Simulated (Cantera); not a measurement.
## N2O furnace oxynitridation

An isothermal, constant-pressure homogeneous reactor starts with 99.2 % N2O, 0.804 % H2O, at 1575 K and 3000 Pa.

Model: GRI-Mech 3.0 (53 species, 325 reactions), integrated in Cantera. GRI-Mech 3.0 was tuned for natural gas; its chemistry of N2O as a main component is partial and can be far from experiment. Radical loss at walls, strong at low pressure, is not modelled. The temperature is held fixed by assumption; the heat of reaction is taken as removed at once.

| t (s) | x N2O | x H2O | x OH | x NO | x H2O2 |
|---|---|---|---|---|---|
| 5.00e-6 | 0.992 | 0.00804 | 1.33e-8 | 2.05e-7 | <1e-12 |
| 2.29e-5 | 0.992 | 0.00804 | 2.56e-7 | 3.95e-6 | <1e-12 |
| 0.000105 | 0.991 | 0.00803 | 3.75e-6 | 5.90e-5 | 3.00e-11 |
| 0.000478 | 0.989 | 0.00801 | 2.78e-5 | 0.000476 | 3.46e-9 |
| 0.00219 | 0.979 | 0.00794 | 0.000101 | 0.00241 | 5.79e-8 |
| 0.0100 | 0.932 | 0.00779 | 0.000160 | 0.0106 | 2.75e-8 |
| 0.0457 | 0.754 | 0.00730 | 0.000185 | 0.0422 | 5.77e-9 |
| 0.209 | 0.322 | 0.00614 | 0.000182 | 0.117 | 1.00e-9 |
| 0.956 | 0.0139 | 0.00533 | 0.000154 | 0.168 | 3.59e-10 |
| 4.37 | 8.67e-6 | 0.00533 | 8.49e-5 | 0.169 | 1.45e-10 |
| 20.0 | 7.54e-6 | 0.00533 | 8.49e-5 | 0.168 | 1.45e-10 |
x: mole fraction; the columns are a selection and need not sum to one.

Equilibrium at this temperature and pressure: N2O 1.91e-8, H2O 0.00533, OH 9.08e-5, NO 0.00200, H2O2 1.67e-10 (gas phase only).
